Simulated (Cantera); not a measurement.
# Ignition delay

Mixture: CO : H₂ : CH₄ : O₂ : N₂ = 1 : 0.098 : 0.097 : 1.28 : 4.82 (molar parts), equivalence ratio 0.58, at 2100000 Pa, adiabatic and at constant volume. Ignition delay is the time to a rise of 400 K.

Cantera simulation using GRI-Mech 3.0 (53 species, 325 reactions); the numbers are that mechanism's predictions, not measurements. The pressure lies above the range GRI-Mech 3.0 was tuned for (to about 10 atm).

| T0 (K) | delay (ms) |
|---|---|
| 1225 | 0.0979 |
| 1300 | 0.0406 |
| 1375 | 0.0196 |
| 1450 | 0.0107 |
| 1525 | 0.00645 |
| 1600 | 0.00425 |
| 1675 | 0.00301 |
| 1750 | 0.00227 |
| 1825 | 0.00179 |

```
Property                                                Value
--------------------------------------------------  ---------
apparent activation energy between 1675 and 1825 K  88 kJ/mol
```
